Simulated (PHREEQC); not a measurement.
Make-up at 40 °C and 300 atm: 100 mmol/kgw CuSO4, 1.1 mmol/kgw HBF4 and 0.095 mmol/kgw FeCl3. Closed to the air; pH follows from the charge balance.

Equilibrium calculation in PHREEQC: ion-association model, phreeqc.dat.

Question: The ionic strength comes out as 0.222 mol/kgw. What activity coefficients do BF3OH-, BF2(OH)2-, F-, Cu+2, Cl- get?

Answer: BF3OH- 0.74, BF2(OH)2- 0.74, F- 0.70, Cu+2 0.31, Cl- 0.70.

This is a speciation only: nothing precipitates in the calculation. The solution is supersaturated, for example in Hematite (slow to form), Goethite (slow to form), so a real one may precipitate; this is no full list. Complexes and solids missing from the database can't appear. Under pressure, the constants of complexes without a molar volume in the database are unreliable. At this temperature some constants are extrapolated from 25 °C, and those without enthalpy data are left unchanged. Real BF4- forms and hydrolyses slowly; the run takes it at equilibrium. Fluoro complexes past AlF4- and FeF3 are missing from the database.
